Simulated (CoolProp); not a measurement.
Computed with CoolProp (reference Helmholtz-energy equation of state, Bücker 2006).

Question: For n-butane, give the phase and the cp (kJ/(kg K)), speed of sound (m/s), Prandtl number at 575 K and 0.8 MPa.

Answer: 
- 575 K and 0.8 MPa: gas; cp 2.86, speed of sound 288, Prandtl number 0.708

Viscosity comes from a separate model (Vogel 1999). Thermal conductivity comes from a separate model (Perkins 2002).
